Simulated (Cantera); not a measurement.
Mixture: H2 : O2 : N2 : H2O = 1 : 0.5 : 1.88 : 0.29 (molar parts), equivalence ratio 1.0, at 1300000 Pa, adiabatic and at constant volume. Ignition delay is the time to a rise of 400 K.

Computed with Cantera and GRI-Mech 3.0 (53 species, 325 reactions). The hydrogen kinetics of GRI-Mech 3.0 are dated; newer H2 mechanisms differ, most at raised pressure. The pressure lies above the range GRI-Mech 3.0 was tuned for (to about 10 atm). Below about 950 K walls govern HO2 and H2O2 in real vessels.

Question: What does this change do: pressure from 1300000 Pa to 300000 Pa?

Answer: 
```json
[
 {"quantity": "delay at 898 K", "before": "93.9 ms", "after": "0.245 s"},
 {"quantity": "delay at 998 K", "before": "8.29 ms", "after": "16.7 ms"},
 {"quantity": "delay at 1098 K", "before": "1.11 ms", "after": "1.02 ms"},
 {"quantity": "delay at 1198 K", "before": "0.185 ms", "after": "32.2 µs"},
 {"quantity": "delay at 1298 K", "before": "30.0 µs", "after": "12.4 µs"},
 {"quantity": "apparent activation energy between 1198 and 1298 K", "before": "240 kJ/mol", "after": "120 kJ/mol"}
]
```
